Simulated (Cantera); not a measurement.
Input: 1 mol Fe3O4, 4.1 mol H2, 5.7 mol N2, held at 2198.15 K and 1.70 bar.

Cantera equilibrium calculation (NASA polynomials, part measured and part estimated; ideal gas, pure solids and liquids). Candidate condensed phases: Fe, FeO, Fe(OH)2, Fe(OH)3, Fe2O3, Fe3O4, H2O; 27 gas species. Each liquid is taken as pure. Mutual solubility and eutectic melting of coexisting phases are not modelled. The tables' stoichiometric FeO is somewhat more stable than real wüstite, so its field is too wide. FeO: taken at fixed stoichiometry. Equilibrium is a limit: real reactors are often held back by kinetics, nucleation or transport.

Base state: N2 0.580, H2 0.281, H2O 0.135, H 0.00227, Fe 0.00160, OH 0.000151, Fe(OH)2 0.000119, FeO 2.37e-5 (mole fractions); condensed: Fe(l) + FeO(l).

**Question.** What changes in the equilibrium state with this change: temperature from 2198.15 K to 975 K?

**Answer.** 
| species | before | after |
|---|---|---|
| N2 | 0.580 | 0.582 |
| H2 | 0.281 | 0.316 |
| H2O | 0.135 | 0.102 |
| H | 0.00227 | <1e-9 |
| Fe | 0.00160 | <1e-9 |
| OH | 0.000151 | <1e-9 |
| Fe(OH)2 | 0.000119 | <1e-9 |
| Fe(l), mol | 0.313 | 0 |
| FeO(l), mol | 2.67 | 0 |
| FeO(s), mol | 0 | 3.00 |
